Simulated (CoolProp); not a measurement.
Saturation properties of tetrahydrofuran (Tc = 540.2 K, pc = 5.304 MPa, ω = 0.234).

Values from CoolProp's reference Helmholtz-energy equation of state, Fiedler 2023.

```
T (K)   p (MPa)  liquid density (kg/m³)  vapour density (kg/m³)  liquid cp (kJ/(kg K))
-----  --------  ----------------------  ----------------------  ---------------------
269.5  0.005239                   913.1                  0.1691                  1.628
276.5  0.007651                   905.5                  0.2409                  1.650
283.5   0.01093                   897.9                  0.3361                  1.673
290.4   0.01523                   890.4                  0.4578                  1.696
297.4   0.02093                   882.8                  0.6155                  1.721
304.4   0.02827                   875.0                  0.8142                  1.747
311.4   0.03759                   867.2                   1.061                  1.773
318.4   0.04924                   859.4                   1.363                  1.800
325.3   0.06340                   851.6                   1.724                  1.828
332.3   0.08092                   843.6                   2.163                  1.856
339.3    0.1021                   835.5                   2.685                  1.885
346.3    0.1273                   827.3                   3.299                  1.915
353.3    0.1573                   819.0                   4.017                  1.945
360.2    0.1919                   810.8                   4.838                  1.975
367.2    0.2327                   802.2                   5.798                  2.006
```

It boils at 339.1 K under 1 atm.
